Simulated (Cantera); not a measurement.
A closed system holds: 1 mol B2H6, 17 mol H2, 41 mol N2.

Method: chemical equilibrium by Gibbs-energy minimisation in Cantera with the NASA 1993 tables (ideal gas, pure condensed phases). Candidate condensed phases: B, BN; 15 gas species. The feed counts by its element totals alone. Equilibrium is a limit: real reactors are often held back by kinetics, nucleation or transport.

Task: What condenses at these points (T in °C, P in Pa): (1875, 100000); (1975, 37); (1775, 37); (1725, 7200); (2075, 37); (1675, 1900)?

Result: 
```
T (°C)  P in Pa  condensed phases  B condensed (%)
------  -------  ----------------  ---------------
1875     100000                BN            100.0
1975         37                 B             50.2
1775         37                BN             96.9
1725       7200                BN            100.0
2075         37          gas only              0.0
1675       1900                BN            100.0
```
